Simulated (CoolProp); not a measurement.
Methanol along the isotherm 278.85 °C: fugacity coefficient from the reference equation and from simpler models built on Tc = 240.2 °C, pc = 82.16 bar, ω = 0.565; each cubic takes its own stable root.

Computed with CoolProp (reference Helmholtz-energy equation of state, de Reuck 1993).

```
p (bar)          phase  reference  van der Waals  Redlich-Kwong  Soave-Redlich-Kwong  Peng-Robinson
-------  -------------  ---------  -------------  -------------  -------------------  -------------
45.6               gas     0.8672         0.8634         0.8517               0.8638         0.8475
91.3     supercritical     0.7331         0.7243         0.7096               0.7355         0.7095
137      supercritical     0.6012         0.5814         0.5735               0.6169         0.5877
183      supercritical     0.4942         0.4946         0.4821               0.5285         0.4986
228      supercritical     0.4265         0.4447         0.4268               0.4723         0.4416
274      supercritical     0.3797         0.4130         0.3895               0.4339         0.4021
320      supercritical     0.3465         0.3929         0.3639               0.4074         0.3744
365      supercritical     0.3225         0.3806         0.3462               0.3891         0.3548
411      supercritical     0.3038         0.3734         0.3333               0.3758         0.3400
```
